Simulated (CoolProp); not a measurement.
The numbers come from the reference Helmholtz-energy equation of state, Gao 2022 in CoolProp.

Question: For n-perfluorohexane, give the phase and the density (kg/m³), cp (kJ/(kg K)), cv (kJ/(kg K)), speed of sound (m/s) at 450 K and 1.81 bar.

Answer: 
- 450 K and 1.81 bar: gas; density 17.0, cp 1.01, cv 0.985, speed of sound 103
